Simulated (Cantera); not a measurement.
A perfectly stirred reactor is fed with 2.95 % H₂, 86.7 % O₂, 10.4 % N₂, equivalence ratio 0.017, at 12.0 Torr; it is held at 1250 K, and followed from long to short residence time.

Cantera simulation using GRI-Mech 3.0 (53 species, 325 reactions); the numbers are that mechanism's predictions, not measurements. Radical loss at walls, strong at low pressure, is not modelled.

Problem. Predict: x(H₂) at τ = 5.80 s; x(O₂) at τ = 5.80 s; x(OH) at τ = 5.80 s; x(H₂O₂) at τ = 5.80 s; x(NO) at τ = 5.80 s; x(H₂) at τ = 0.100 s; x(O₂) at τ = 0.100 s; x(OH) at τ = 0.100 s; x(H₂O₂) at τ = 0.100 s; x(NO) at τ = 0.100 s.

Solution. 
```json
{
  "x(H₂) at τ = 5.80 s": "3.23e-5",
  "x(O₂) at τ = 5.80 s": "0.863",
  "x(OH) at τ = 5.80 s": "0.000527",
  "x(H₂O₂) at τ = 5.80 s": "2.65e-8",
  "x(NO) at τ = 5.80 s": "2.49e-8",
  "x(H₂) at τ = 0.100 s": "0.000341",
  "x(O₂) at τ = 0.100 s": "0.855",
  "x(OH) at τ = 0.100 s": "0.00178",
  "x(H₂O₂) at τ = 0.100 s": "5.82e-8",
  "x(NO) at τ = 0.100 s": "3.69e-8"
}
```
